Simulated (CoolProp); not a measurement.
Carbon dioxide along the isobar 9510 kPa: density (kg/m³) from the reference equation and from simpler models built on Tc = 31.0 °C, pc = 7377 kPa, ω = 0.224; each cubic takes its own stable root.

The numbers come from the reference Helmholtz-energy equation of state, Span 1996 in CoolProp.

```tsv
T (°C)	phase	reference
-0.05	liquid	971.5
11.05	liquid	910.2
22.05	liquid	834.2
33.15	supercritical	719.9
44.25	supercritical	437.3
55.25	supercritical	286.8
66.35	supercritical	238.1
77.35	supercritical	210.5
88.45	supercritical	191.4
99.45	supercritical	177.0
110.55	supercritical	165.5
121.65	supercritical	156.0
132.65	supercritical	148.0
143.75	supercritical	141.0
154.75	supercritical	134.9
```

Q: How far does each simpler model (van der Waals, Redlich-Kwong, Soave-Redlich-Kwong, Peng-Robinson) lie from the reference over these 15 states: mean and median of the absolute difference, and the worst?

A: 
- van der Waals: mean 13.1 %, median 6.2 %, worst -34.8 % at -0.05 °C and 9510 kPa
- Redlich-Kwong: mean 6.0 %, median 2.9 %, worst -16.6 % at 33.15 °C and 9510 kPa
- Soave-Redlich-Kwong: mean 6.1 %, median 2.8 %, worst -17.2 % at 33.15 °C and 9510 kPa
- Peng-Robinson: mean 2.2 %, median 1.3 %, worst -8.7 % at 33.15 °C and 9510 kPa
